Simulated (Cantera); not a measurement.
Feed: 1 mol Si, 2.3 mol HCl, 27 mol H₂, held at 523 K and 0.100 bar.

Method: chemical equilibrium by Gibbs-energy minimisation in Cantera with the NASA 1993 tables (ideal gas, pure condensed phases). Candidate condensed phases: Si; 19 gas species. The numbers say what is thermodynamically allowed, not how fast it happens.

Base state: H₂ 0.978, SiCl₄ 0.0133, SiHCl₃ 0.00888, SiH₂Cl₂ 0.000225 (mole fractions); condensed: Si(s).

Q: What changes in the equilibrium state with this change: pressure from 0.100 bar to 1.33 mbar?

A: 
| species | before | after |
|---|---|---|
| H₂ | 0.978 | 0.979 |
| SiCl₄ | 0.0133 | 0.0173 |
| SiHCl₃ | 0.00888 | 0.00368 |
| SiH₂Cl₂ | 0.000225 | 2.97e-5 |
| HCl | 4.96e-6 | 1.56e-5 |
| Si(s), mol | 0.358 | 0.398 |

Q: What changes in the equilibrium state with this change: temperature from 523 K to 1498.15 K?

A: 
```json
[
 {"species": "H₂", "before": "0.978", "after": "0.933"},
 {"species": "HCl", "before": "4.96e-6", "after": "0.0553"},
 {"species": "SiCl₂", "before": "<1e-9", "after": "0.0105"},
 {"species": "SiCl₄", "before": "0.0133", "after": "7.00e-5"},
 {"species": "SiCl₃", "before": "3.80e-9", "after": "0.000480"},
 {"species": "H", "before": "<1e-9", "after": "5.26e-5"},
 {"species": "Si(s), mol", "before": "0.358", "after": "0.671"}
]
```
The tables' values for SiCl₃ are old estimates; treat these amounts as uncertain.
